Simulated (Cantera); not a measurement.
A Cantera script and its output.

```python
import numpy as np
import cantera as ct

gas = ct.Solution("h2o2.yaml")
gas.TPX = 450, 100000, {'H2': 1, 'O2': 0.735, 'N2': 2.76}
flame = ct.FreeFlame(gas, width=0.04)
flame.set_refine_criteria(ratio=3, slope=0.08, curve=0.16)
flame.transport_model = "mixture-averaged"
flame.solve(loglevel=0, auto=True)
z, T = flame.grid, flame.T
thick = (T[-1] - T[0]) / np.gradient(T, z).max()
show = ['H2', 'O2', 'H2O', 'H', 'O', 'HO2']
print(f"laminar burning velocity  {flame.velocity[0] * 100:.3f} cm/s")
print(f"burnt temperature         {T[-1]:.1f} K")
print(f"thermal thickness         {thick * 1e3:.4f} mm")
print(f"grid points               {len(z)}")
z0 = z[flame.heat_release_rate.argmax()]
print(f"{'z/mm':>9s}{'T/K':>9s}{'u/(m/s)':>9s}" + "".join(f"{s:>11s}" for s in show))
rows = []
for k in (-3, -2, -1.5, -1, -0.5, -0.25, 0, 0.25, 0.5, 1, 2, 4, 8):
    zz = z0 + k * thick
    rows.append([k * thick, np.interp(zz, z, T), np.interp(zz, z, flame.velocity),
                 *(np.interp(zz, z, flame.X[gas.species_index(s)]) for s in show)])
    print(f"{rows[-1][0] * 1e3:9.3f}{rows[-1][1]:9.1f}{rows[-1][2]:9.3f}" + "".join(f"{x:11.3e}" for x in rows[-1][3:]))
```

Output:

```
laminar burning velocity  268.743 cm/s
burnt temperature         2085.2 K
thermal thickness         0.3859 mm
grid points               113
     z/mm      T/K  u/(m/s)         H2         O2        H2O          H          O        HO2
   -1.158    450.0    2.687  2.225e-01  1.635e-01  3.110e-10  5.029e-15  1.231e-12  1.733e-11
   -0.772    450.0    2.687  2.224e-01  1.635e-01  1.490e-08  2.444e-13  5.916e-11  1.003e-09
   -0.579    450.0    2.687  2.222e-01  1.636e-01  1.775e-07  2.735e-12  6.534e-10  1.376e-08
   -0.386    450.4    2.685  2.207e-01  1.639e-01  7.846e-06  2.539e-10  2.143e-08  8.484e-07
   -0.193    489.4    2.860  2.029e-01  1.665e-01  2.128e-03  2.512e-05  4.992e-06  2.408e-04
   -0.096    754.2    4.268  1.593e-01  1.605e-01  2.907e-02  2.331e-03  2.425e-04  2.682e-04
    0.000   1150.4    6.351  9.093e-02  1.293e-01  9.937e-02  1.309e-02  3.296e-03  1.207e-04
    0.096   1433.9    7.856  3.808e-02  8.856e-02  1.693e-01  2.092e-02  8.516e-03  6.602e-05
    0.193   1588.8    8.670  2.016e-02  7.102e-02  1.978e-01  1.933e-02  1.026e-02  4.421e-05
    0.386   1745.0    9.459  1.367e-02  6.391e-02  2.128e-01  1.261e-02  8.832e-03  2.935e-05
    0.772   1878.7   10.108  9.692e-03  6.124e-02  2.235e-01  6.366e-03  5.929e-03  1.841e-05
    1.544   1979.5   10.582  5.639e-03  5.985e-02  2.329e-01  2.485e-03  3.277e-03  1.016e-05
    3.087   2041.4   10.868  2.658e-03  5.953e-02  2.395e-01  7.475e-04  1.505e-03  5.193e-06
```

Detailed kinetics in Cantera: the H2/O2 subset of GRI-Mech 3.0, which has no nitrogen chemistry. Burning velocities carry a grid error of a few per cent, more on coarse grids. Lean hydrogen flames are cellular in practice and burn faster than this planar one.
